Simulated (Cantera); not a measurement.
What does this Cantera script print?

```python
import numpy as np
import cantera as ct

gas_names = [...]  # 113 gases of nasa_gas.yaml made of C, H, O, Ti
cond_names = """
    C(gr) C6H6(L) C7H8(L) C8H18(L),n-octa H2O(s) H2O(L) Ti(a) Ti(b) Ti(L) TiC(s) TiC(L) TiO(a) TiO(b)
    TiO(L) TiO2(ru) TiO2(L) Ti2O3(a) Ti2O3(b) Ti2O3(L) Ti3O5(a) Ti3O5(b) Ti3O5(L) Ti4O7(s) Ti4O7(L)
""".split()


# ... load() reads the species with a 1 bar reference pressure and builds the phases ...
atoms = {
    'TiO2': {'Ti': 1, 'O': 2},
    'CH4': {'C': 1, 'H': 4},
    'CO': {'C': 1, 'O': 1},
}
top_T = {'C(gr)': 4500}  # K; cautious upper limits of use, not melting points


# ... equilibrate(T, P, feed) seeds the gas with the atoms and calls Mixture.equilibrate('TP', solver="vcs", rtol=1e-11, max_steps=5000) ...
results = []
feed = {'TiO2': 1, 'CH4': 2.2, 'CO': 0.08}  # mol
T = 2125  # K
for P in [10, 100, 1000, 10000, 100000, 1000000]:
    mix = equilibrate(T, P, feed)
    results.append((T, P, feed, dict(zip(mix.species_names, mix.species_moles))))

top = {s: max(r[3][s] / sum(r[3][g] for g in gas_names) for r in results) for s in gas_names}
cols = sorted((s for s in top if top[s] > 0.001), key=lambda s: -top[s])[:9]
seen = [c for c in cond_names if any(r[3].get(c, 0) > 1e-12 for r in results)]
print("log10 of partial pressures in bar; condensed amounts in mol")
print(f"{'P/Pa':>10s}" + "".join(f"{s[:9]:>10s}" for s in cols + seen))
for T, P, feed, n in results:
    ng = sum(n[g] for g in gas_names)
    print(f"{P:10.4g}" + "".join(f"{np.log10(max(n[s] / ng * P / 1e5, 1e-99)):10.3f}" for s in cols)
          + "".join(f"{n.get(c, 0):10.4g}" for c in seen))
```

Result:

```
log10 of partial pressures in bar; condensed amounts in mol
      P/Pa        H2        CO         H        Ti       TiO       H2O    TiC(s)    TiO(L)  Ti2O3(L)
        10    -4.375    -4.602    -4.628    -5.055    -6.303   -10.037    0.2406         0         0
       100    -3.199    -3.580    -4.039    -5.093    -5.357    -7.876    0.5739    0.3453         0
      1000    -2.157    -2.565    -3.518    -5.600    -5.357    -6.327    0.5994    0.3963         0
     1e+04    -1.146    -1.561    -3.013    -6.103    -5.357    -4.813    0.6005    0.3992         0
     1e+05    -0.142    -0.560    -2.511    -6.603    -5.357    -3.309    0.6016    0.3984         0
     1e+06     0.864     0.425    -2.008    -7.189    -5.544    -1.904    0.6827         0    0.1587
```

These are equilibrium values from Cantera (NASA tables, ideal gas, pure condensed phases), not measurements of a reactor. Mutual solubility and eutectic melting of coexisting phases are not modelled. TiC, TiO: taken at fixed stoichiometry. Condensed phases not in the tables: solid solutions among these carbides, nitrides and lower oxides.
